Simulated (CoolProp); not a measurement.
Vapour-liquid equilibrium of benzene (1) + p-xylene (2) at 454.6 K; x and y are mole fractions of (1).

Computed with CoolProp (multi-fluid Helmholtz-energy mixture model, Thol 2012 and Zhou 2012; pair parameters Bell 2016).

```csv
x,"bubble pressure, mixture model (bar)","bubble pressure, Raoult's law (bar)","y, mixture model","y, Raoult's law"
0.05,3.164,3.218,0.139,0.164
0.125,3.677,3.796,0.306,0.347
0.2,4.207,4.373,0.437,0.482
0.275,4.751,4.951,0.541,0.585
0.35,5.307,5.529,0.626,0.667
0.425,5.874,6.107,0.696,0.733
0.5,6.450,6.684,0.755,0.788
0.575,7.035,7.262,0.806,0.834
0.65,7.629,7.840,0.850,0.874
0.725,8.233,8.418,0.888,0.907
0.8,8.845,8.996,0.923,0.937
0.875,9.469,9.573,0.954,0.963
0.95,10.10,10.15,0.982,0.986
```

The largest gap from Raoult's law is -4.0 % in bubble pressure, at x = 0.275. No azeotrope shows between x = 0.05 and 0.95.

The pair parameters rest on a limited set of measurements; away from them the model extrapolates.
